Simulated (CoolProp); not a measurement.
Properties of the fluoroketone C6F12O (FK-5-1-12) at several states (Tc = 168.7 °C, pc = 1869 kPa, ω = 0.471).

Model: reference Helmholtz-energy equation of state, McLinden 2015, in CoolProp.

```json
[
 {"T (°C)": "-28.55", "p (kPa)": "1590", "phase": "liquid", "density (kg/m³)": "1759", "cv (kJ/(kg K))": "0.8741", "Joule-Thomson coefficient (K/MPa)": "-0.3270", "isothermal compressibility (1/MPa)": "0.001509", "expansivity (1/kK)": "1.528"},
 {"T (°C)": "25.15", "p (kPa)": "526", "phase": "liquid", "density (kg/m³)": "1604", "cv (kJ/(kg K))": "0.8861", "Joule-Thomson coefficient (K/MPa)": "-0.2509", "isothermal compressibility (1/MPa)": "0.003011", "expansivity (1/kK)": "1.866"},
 {"T (°C)": "147.55", "p (kPa)": "913", "phase": "gas", "density (kg/m³)": "109.9", "cv (kJ/(kg K))": "0.9869", "Joule-Thomson coefficient (K/MPa)": "15.00", "isothermal compressibility (1/MPa)": "1.576", "expansivity (1/kK)": "6.667"},
 {"T (°C)": "14.75", "p (kPa)": "65", "phase": "liquid", "density (kg/m³)": "1633", "cv (kJ/(kg K))": "0.8811", "Joule-Thomson coefficient (K/MPa)": "-0.2693", "isothermal compressibility (1/MPa)": "0.002648", "expansivity (1/kK)": "1.799"}
]
```
